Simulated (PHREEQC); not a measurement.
1.4 g of hydrous ferric oxide (600 m²/g; 0.2 weak and 0.005 strong sites per Fe, Dzombak-Morel constants, diffuse double layer) in 1 kg of water with 0.1 mol/kgw of an inert sodium salt, at 25 °C; the pH is set by adding NaOH or the inert anion's acid. Oxygen is held at 0.21 atm. The system is closed to CO2. No solid was allowed to form.

All values are PHREEQC results (ion-association model, wateq4f.dat), not measurements.

```tsv
pH	surface charge σ (C/m²)	surface potential ψ (mV)
4	0.321	146
4.67	0.254	134
5.33	0.177	116
6	0.112	93
6.67	0.063	67
7.33	0.029	37
8	0.004	(withheld)
8.67	-0.020	-27
9.33	-0.051	-57
10	(withheld)	-85
10.67	-0.154	-109
11.33	-0.229	(withheld)
12	-0.307	-141
```

**Question.** What belongs in the gaps?

**Answer.** 
- 8, surface potential ψ (mV): 5
- 10, surface charge σ (C/m²): -0.094
- 11.33, surface potential ψ (mV): -129
